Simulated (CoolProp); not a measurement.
Vapour-liquid equilibrium of o-xylene (1) + n-nonane (2) at 189.95 °C; x and y are mole fractions of (1).

Computed with CoolProp (multi-fluid Helmholtz-energy mixture model, Zhou 2012 and Lemmon 2006; pair parameters Bell 2016).

Task: Give the bubble pressure and the first vapour's composition at x = 0.5, 0.65, 0.8. Is there an azeotrope?

Result: x = 0.5: 0.2883 MPa, y = 0.533; x = 0.65: 0.2933 MPa, y = 0.669; x = 0.8: 0.2960 MPa, y = 0.805. y crosses x between x = 0.8 and 0.95: the model has an azeotrope there.

The pair parameters rest on a limited set of measurements; away from them the model extrapolates.
